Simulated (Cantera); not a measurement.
Feed: 1 mol Fe, 0.73 mol NH3, 16 mol H2, held at 98000 Pa.

Equilibrium computed with Cantera from the NASA thermochemical tables; the gas is ideal and each condensed phase is pure. Candidate condensed phases: Fe; 10 gas species. The numbers say what is thermodynamically allowed, not how fast it happens.

**Question.** Which condensed phases are stable at each of these points (T (K)): 1448, 1473, 1498, 1523, 1548, 1573, 1598, 1623, 1648, 1673, 1698?

**Answer.** 
```csv
T (K),condensed phases,Fe condensed (%)
1448,Fe(γ),100.0
1473,Fe(γ),100.0
1498,Fe(γ),100.0
1523,Fe(γ),100.0
1548,Fe(γ),100.0
1573,Fe(γ),100.0
1598,Fe(γ),100.0
1623,Fe(γ),100.0
1648,Fe(γ),100.0
1673,Fe(δ),100.0
1698,Fe(δ),100.0
```

From 1448 K to 1648 K the condensed part is Fe(γ). From 1673 K to 1698 K the condensed part is Fe(δ).
